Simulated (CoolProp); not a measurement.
Vapour-liquid equilibrium of benzene (1) + n-nonane (2) at 152.35 °C; x and y are mole fractions of (1).

Computed with CoolProp (multi-fluid Helmholtz-energy mixture model, Thol 2012 and Lemmon 2006; pair parameters Bell 2016).

```csv
x,bubble pressure (MPa),y at the bubble point,dew pressure at overall composition x (MPa),liquid density (mol/L)
0.05,0.1409,0.273,0.1108,?
0.125,0.1897,?,0.1194,?
0.2,0.2340,0.609,0.1294,5.254
0.275,0.2748,0.688,0.1412,5.478
0.35,0.3126,?,0.1553,?
0.425,0.3482,?,0.1723,5.987
0.5,0.3824,0.826,0.1933,6.279
0.575,?,0.858,0.2196,6.601
0.65,0.4487,0.886,0.2536,6.958
0.725,0.4820,0.912,0.2981,7.355
0.8,0.5158,0.937,0.3574,7.801
0.875,0.5505,0.961,0.4353,8.304
0.95,0.5863,0.985,0.5338,8.874
```

Problem. Some entries are withheld; supply them.

Solution. 
- 0.05, liquid density (mol/L): 4.856
- 0.125, y at the bubble point: 0.488
- 0.125, liquid density (mol/L): 5.048
- 0.35, y at the bubble point: 0.745
- 0.35, liquid density (mol/L): 5.721
- 0.425, y at the bubble point: 0.790
- 0.575, bubble pressure (MPa): 0.4157

No azeotrope shows between x = 0.05 and 0.95.

Pair parameters are fitted to limited data, so mixtures are less certain than the pure fluids.
